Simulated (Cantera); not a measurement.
## Catalytic combustion on Pt

An isothermal plug-flow reactor at 1250 K and 0.987 atm (inlet), inlet velocity 1.6 m/s, active area per volume 140 1/m; feed CH₄ : O₂ : N₂ : H₂O = 0.0042 : 0.037 : 0.79 : 0.07 (molar parts), equivalence ratio 0.23.

Model: Deutschmann's 1995 Pt surface mechanism with GRI-Mech 3.0 gas chemistry, integrated in Cantera. Catalytic surfaces can have several steady states; this one follows from the mechanism file's or the stated starting coverage. Mass transfer to the wall is taken as infinitely fast.

```tsv
z (m)	x CH₄	x O₂	x H₂O	x CO₂	x CO	θ free Pt	θ O*	θ OH*
0.00014	0.00461	0.0410	0.0778	3.84e-5	6.20e-6	0.541	0.456	0.00307
0.0003	0.00455	0.0409	0.0779	8.70e-5	8.26e-6	0.541	0.456	0.00307
0.00065	0.00442	0.0406	0.0781	0.000195	8.88e-6	0.542	0.455	0.00308
0.0014	0.00415	0.0402	0.0786	0.000420	8.63e-6	0.542	0.455	0.00309
0.003	0.00362	0.0393	0.0795	0.000862	8.02e-6	0.543	0.453	0.00310
0.0065	0.00264	0.0376	0.0813	0.00167	7.48e-6	0.546	0.451	0.00314
0.014	0.00121	0.0349	0.0840	0.00293	7.83e-6	0.549	0.447	0.00318
```
x: gas mole fraction; θ: surface coverage.
